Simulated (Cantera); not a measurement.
Input: 1 mol MgO, 5.6 mol CO, 5.7 mol H₂, at 0.440 bar.

Cantera equilibrium calculation (NASA polynomials, part measured and part estimated; ideal gas, pure solids and liquids). Candidate condensed phases: C, C₆H₆, C₇H₈, C₈H₁₈, H₂O, Mg, MgCO₃, MgO, Mg(OH)₂; 116 gas species. The numbers say what is thermodynamically allowed, not how fast it happens. All values below are at 975 K.

Base state: H₂ 0.491, CO 0.384, CO₂ 0.0622, H₂O 0.0498, CH₄ 0.0133 (mole fractions); condensed: C(graphite) + MgO(s).

Task: What changes in the equilibrium state with this change: H₂ from 5.7 to 19 mol?

Result: 
| species | before | after |
|---|---|---|
| H₂ | 0.491 | 0.738 |
| CO | 0.384 | 0.182 |
| H₂O | 0.0498 | 0.0356 |
| CO₂ | 0.0622 | 0.0140 |
| CH₄ | 0.0133 | 0.0301 |
| C(graphite), mol | 0.990 | 0.443 |
| MgO(s), mol | 1.00 | 1.00 |
